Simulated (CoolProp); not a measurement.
n-hexane along the isotherm 496.5 K: density (kg/m³) from the reference equation and from simpler models built on Tc = 507.8 K, pc = 3044 kPa, ω = 0.300; each cubic takes its own stable root.

Computed with CoolProp (reference Helmholtz-energy equation of state, Thol 2019).

```csv
p (kPa),phase,reference,van der Waals,Redlich-Kwong,Peng-Robinson
1270,gas,32.35,31.17,31.99,32.70
3810,liquid,407.1,264.6,328.6,374.6
5070,liquid,427.1,286.2,357.4,404.7
6340,liquid,441.2,300.3,377.3,425.8
7610,liquid,452.2,310.9,392.7,442.4
8880,liquid,461.4,319.5,405.4,456.0
10100,liquid,468.9,326.4,415.8,467.3
11400,liquid,476.1,332.8,425.6,477.9
12700,liquid,482.4,338.4,434.3,487.3
14000,liquid,488.2,343.5,442.1,495.7
15200,liquid,493.1,347.6,448.7,502.8
```
